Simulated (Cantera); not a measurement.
A Cantera script and its output.

```python
import numpy as np
import cantera as ct

gas = ct.Solution("gri30.yaml")
gas.TPX = 1073, 220000, {'CO': 0.0018, 'O2': 0.0088, 'H2O': 0.042, 'N2': 1}
reactor = ct.IdealGasConstPressureReactor(gas, energy="off", clone=False)
net = ct.ReactorNet([reactor])
net.rtol, net.atol = 1e-08, 1e-18
show = ['CO', 'O2', 'H2O', 'O', 'N2O', 'OH']
times = np.geomspace(1e-06, 80, 13)

steps = ct.SolutionArray(gas, extra=["t"])
rows = []
print(f"{'t/s':>10s}{'T/K':>9s}{'P/Pa':>11s}" + "".join(f"{s:>11s}" for s in show))
for t in times:
    while net.time < t:
        t_next = net.step()
        steps.append(gas.state, t=t_next)
    rows.append([np.interp(t, steps.t, y) for y in (steps.T, steps.P, *steps(*show).X.T)])
    print(f"{t:10.3e}{rows[-1][0]:9.1f}{rows[-1][1]:11.4g}" + "".join(f"{x:11.3e}" for x in rows[-1][2:]))
rate = np.gradient(steps.T, steps.t)
print("integrator steps:", len(steps.t))
if steps.T.max() > steps.T[0] + 200:
    print(f"time of steepest temperature rise: {steps.t[rate.argmax()]:.4e} s")
gas.TPX = 1073, 220000, {'CO': 0.0018, 'O2': 0.0088, 'H2O': 0.042, 'N2': 1}
gas.equilibrate("TP")
print(f"equilibrium (TP): T = {gas.T:.1f} K  " + "  ".join(f"{s} {gas[s].X[0]:.3e}" for s in show))
```

Result:

```
       t/s      T/K       P/Pa         CO         O2        H2O          O        N2O         OH
 1.000e-06   1073.0    2.2e+05  1.710e-03  8.360e-03  3.990e-02  1.614e-13  1.257e-19  1.032e-14
 4.556e-06   1073.0    2.2e+05  1.710e-03  8.360e-03  3.990e-02  7.279e-13  1.984e-18  6.112e-14
 2.076e-05   1073.0    2.2e+05  1.710e-03  8.360e-03  3.990e-02  3.164e-12  3.760e-17  5.484e-13
 9.457e-05   1073.0    2.2e+05  1.710e-03  8.360e-03  3.990e-02  1.210e-11  6.781e-16  6.369e-12
 4.309e-04   1073.0    2.2e+05  1.710e-03  8.360e-03  3.990e-02  4.033e-11  1.060e-14  5.373e-11
 1.963e-03   1073.0    2.2e+05  1.710e-03  8.360e-03  3.990e-02  1.861e-10  1.942e-13  3.484e-10
 8.944e-03   1073.0    2.2e+05  1.710e-03  8.360e-03  3.990e-02  9.049e-09  1.899e-11  1.915e-08
 4.075e-02   1073.0    2.2e+05  1.528e-03  8.275e-03  3.989e-02  2.444e-07  7.252e-09  7.104e-07
 1.857e-01   1073.0    2.2e+05  8.648e-04  7.949e-03  3.989e-02  1.265e-07  3.639e-08  5.431e-07
 8.459e-01   1073.0    2.2e+05  2.100e-04  7.618e-03  3.992e-02  1.676e-08  7.018e-08  2.312e-07
 3.854e+00   1073.0    2.2e+05  2.112e-05  7.522e-03  3.993e-02  8.261e-10  7.410e-08  8.434e-08
 1.756e+01   1073.0    2.2e+05  6.889e-08  7.512e-03  3.994e-02  4.983e-11  4.086e-08  7.872e-08
 8.000e+01   1073.0    2.2e+05  8.215e-12  7.512e-03  3.994e-02  7.480e-11  3.910e-09  9.948e-08
integrator steps: 1233
equilibrium (TP): T = 1073.0 K  CO 8.236e-12  O2 7.505e-03  H2O 3.994e-02  O 7.315e-11  N2O 1.727e-09  OH 9.838e-08
```

Detailed kinetics in Cantera: GRI-Mech 3.0 (53 species, 325 reactions).
